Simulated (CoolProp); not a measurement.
Vapour-liquid equilibrium of R134a (1) + R142b (2) at -38.35 °C; x and y are mole fractions of (1).

Values from CoolProp's multi-fluid Helmholtz-energy mixture model, Tillner-Roth 1994 and Lemmon 2006; pair parameters Bell 2016.

| x | bubble pressure (bar) | y at the bubble point | dew pressure at overall composition x (bar) | liquid density (mol/L) |
|---|---|---|---|---|
| 0.05 | [?] | 0.121 | 0.2688 | 12.56 |
| 0.2 | 0.3413 | 0.383 | [?] | 12.74 |
| 0.35 | [?] | 0.556 | [?] | 12.92 |
| 0.5 | 0.4397 | 0.683 | 0.3756 | 13.11 |
| 0.65 | 0.4799 | 0.786 | 0.4272 | 13.32 |
| 0.8 | [?] | 0.877 | [?] | 13.53 |
| 0.95 | [?] | 0.968 | 0.5420 | 13.77 |

What belongs in the gaps?


- 0.05, bubble pressure (bar): 0.2817
- 0.2, dew pressure at overall composition x (bar): 0.2977
- 0.35, bubble pressure (bar): 0.3939
- 0.35, dew pressure at overall composition x (bar): 0.3328
- 0.8, bubble pressure (bar): 0.5156
- 0.8, dew pressure at overall composition x (bar): 0.4856
- 0.95, bubble pressure (bar): 0.5479

No azeotrope shows between x = 0.05 and 0.95.

The pair parameters rest on a limited set of measurements; away from them the model extrapolates.
